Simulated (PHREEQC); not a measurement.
Consider water at 70 °C with 190 mmol/kgw K2CO3 and 1.7 mmol/kgw Na2B4O7. Closed to the air; pH follows from the charge balance.

All values are PHREEQC results (Pitzer model, pitzer.dat), not measurements.

Task: The ionic strength comes out as 0.559 mol/kgw. What activity coefficients do B(OH)4-, HCO3-, Na+, CO3-2, K+ get?

Result: B(OH)4- 0.60, HCO3- 0.64, Na+ 0.57, CO3-2 0.18, K+ 0.61. Single-ion values are on the MacInnes scale.

Precipitation was switched off in this run. Species that the database lacks are ignored. Constants without temperature data keep their 25 °C values here.
